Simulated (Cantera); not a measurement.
Input: 1 mol Si, 0.0016 mol O2, 13 mol H2, held at 2123 K and 32.3 Torr.

Method: chemical equilibrium by Gibbs-energy minimisation in Cantera with the NASA 1993 tables (ideal gas, pure condensed phases). Gases not in the tables: Si2H6 and higher silanes. The numbers say what is thermodynamically allowed, not how fast it happens.

| species | before | after |
|---|---|---|
| H2 | 0.978 | 0.990 |
| H | 0.0171 | 0.00841 |
| Si | 0.00395 | 0.000945 |
| Si3 | 1.09e-5 | 2.61e-6 |
| Si2 | 5.41e-5 | 1.29e-5 |
| SiH | 0.000419 | 0.000206 |
| SiH2 | 0.000201 | 0.000203 |
| SiO | 0.000243 | 0.000245 |
| Si(l), mol | 0.935 | 0.979 |
Gas species are given as mole fractions.

Question: Which change was made?
A) pressure from 32.3 Torr to 135 Torr
B) temperature from 2123 K to 1175 K
C) temperature from 2123 K to 1275 K
D) temperature from 2123 K to 1250 K

Answer: A, pressure from 32.3 Torr to 135 Torr
